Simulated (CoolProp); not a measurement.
50 sccm (0 °C, 1 atm) of nitrogen bubbles through liquid n-pentane at 289.4 K and leaves saturated at a total pressure of 0.15 MPa (ideal gas phase). Each further row changes one setting.

Computed with CoolProp (reference Helmholtz-energy equation of state, Thol 2019).

```json
[
 {"case": "as stated", "vapour pressure (kPa)": "48.8", "mole fraction of vapour": "0.326", "delivery (mg/min)": "…", "delivery (sccm)": "24.1", "change of delivery for a bath 1 K warmer (%)": "6.1"},
 {"case": "bath temperature 294.4 K", "vapour pressure (kPa)": "59.4", "mole fraction of vapour": "…", "delivery (mg/min)": "…", "delivery (sccm)": "…", "change of delivery for a bath 1 K warmer (%)": "…"},
 {"case": "total pressure 0.3 MPa", "vapour pressure (kPa)": "48.8", "mole fraction of vapour": "0.163", "delivery (mg/min)": "…", "delivery (sccm)": "…", "change of delivery for a bath 1 K warmer (%)": "4.9"}
]
```

Question: What belongs in the gaps?

Answer: 
- as stated, delivery (mg/min): 77.7
- bath temperature 294.4 K, mole fraction of vapour: 0.396
- bath temperature 294.4 K, delivery (mg/min): 105
- bath temperature 294.4 K, delivery (sccm): 32.7
- bath temperature 294.4 K, change of delivery for a bath 1 K warmer (%): 6.6
- total pressure 0.3 MPa, delivery (mg/min): 31.3
- total pressure 0.3 MPa, delivery (sccm): 9.72
